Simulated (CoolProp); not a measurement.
Benzene along the isobar 101 kPa: density (kg/m³) from the reference equation and from simpler models built on Tc = 288.9 °C, pc = 4906 kPa, ω = 0.211; each cubic takes its own stable root.

Values from CoolProp's reference Helmholtz-energy equation of state, Thol 2012.

```json
[
 {"T (°C)": "24.95", "phase": "liquid", "reference": "873.6", "van der Waals": "3.270", "Redlich-Kwong": "783.0", "Soave-Redlich-Kwong": "796.7", "Peng-Robinson": "897.3"},
 {"T (°C)": "41.05", "phase": "liquid", "reference": "856.3", "van der Waals": "3.093", "Redlich-Kwong": "767.6", "Soave-Redlich-Kwong": "783.0", "Peng-Robinson": "882.6"},
 {"T (°C)": "57.15", "phase": "liquid", "reference": "838.9", "van der Waals": "2.935", "Redlich-Kwong": "751.4", "Soave-Redlich-Kwong": "768.3", "Peng-Robinson": "866.9"},
 {"T (°C)": "73.25", "phase": "liquid", "reference": "821.1", "van der Waals": "2.792", "Redlich-Kwong": "2.816", "Soave-Redlich-Kwong": "752.7", "Peng-Robinson": "850.1"},
 {"T (°C)": "89.25", "phase": "gas", "reference": "2.702", "van der Waals": "2.664", "Redlich-Kwong": "2.683", "Soave-Redlich-Kwong": "2.689", "Peng-Robinson": "2.692"},
 {"T (°C)": "105.35", "phase": "gas", "reference": "2.576", "van der Waals": "2.547", "Redlich-Kwong": "2.562", "Soave-Redlich-Kwong": "2.566", "Peng-Robinson": "2.569"},
 {"T (°C)": "121.45", "phase": "gas", "reference": "2.462", "van der Waals": "2.439", "Redlich-Kwong": "2.451", "Soave-Redlich-Kwong": "2.455", "Peng-Robinson": "2.458"},
 {"T (°C)": "137.45", "phase": "gas", "reference": "2.359", "van der Waals": "2.341", "Redlich-Kwong": "2.351", "Soave-Redlich-Kwong": "2.354", "Peng-Robinson": "2.357"},
 {"T (°C)": "153.55", "phase": "gas", "reference": "2.264", "van der Waals": "2.250", "Redlich-Kwong": "2.258", "Soave-Redlich-Kwong": "2.261", "Peng-Robinson": "2.263"},
 {"T (°C)": "169.65", "phase": "gas", "reference": "2.177", "van der Waals": "2.166", "Redlich-Kwong": "2.173", "Soave-Redlich-Kwong": "2.175", "Peng-Robinson": "2.177"},
 {"T (°C)": "185.75", "phase": "gas", "reference": "2.097", "van der Waals": "2.089", "Redlich-Kwong": "2.094", "Soave-Redlich-Kwong": "2.096", "Peng-Robinson": "2.098"},
 {"T (°C)": "201.75", "phase": "gas", "reference": "2.023", "van der Waals": "2.017", "Redlich-Kwong": "2.021", "Soave-Redlich-Kwong": "2.022", "Peng-Robinson": "2.024"},
 {"T (°C)": "217.85", "phase": "gas", "reference": "1.954", "van der Waals": "1.949", "Redlich-Kwong": "1.953", "Soave-Redlich-Kwong": "1.954", "Peng-Robinson": "1.955"},
 {"T (°C)": "233.95", "phase": "gas", "reference": "1.890", "van der Waals": "1.886", "Redlich-Kwong": "1.889", "Soave-Redlich-Kwong": "1.890", "Peng-Robinson": "1.891"},
 {"T (°C)": "249.95", "phase": "gas", "reference": "1.830", "van der Waals": "1.827", "Redlich-Kwong": "1.830", "Soave-Redlich-Kwong": "1.830", "Peng-Robinson": "1.832"}
]
```

At some of these states van der Waals, Redlich-Kwong gives the other phase, because its saturation line lies elsewhere.
